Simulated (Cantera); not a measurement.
Feed: 1 mol PbO, 1.2 mol CH4, 0.39 mol H2, at 0.000270 bar.

These are equilibrium values from Cantera (NASA tables, ideal gas, pure condensed phases), not measurements of a reactor. Candidate condensed phases: C, C6H6, C7H8, C8H18, H2O, Pb, PbO, PbO2, Pb3O4; 113 gas species. The numbers say what is thermodynamically allowed, not how fast it happens. All values below are at 2277 °C.

Base state: H 0.602, CO 0.145, Pb 0.145, H2 0.101, C3 0.00395, C2H2 (acetylene) 0.00134, C 0.00121, C2H 0.000638 (mole fractions); condensed: C(graphite).

Task: What changes in the equilibrium state with this change: pressure from 0.000270 bar to 0.00133 bar?

Result: 
```tsv
species	before	after
H	0.602	0.422
H2	0.101	0.244
Pb	0.145	0.164
CO	0.145	0.164
C5	1.45e-5	2.94e-6
C3	0.00395	0.000799
C2	0.000367	7.43e-5
C	0.00121	0.000245
C(graphite), mol	0.0766	0.137
```
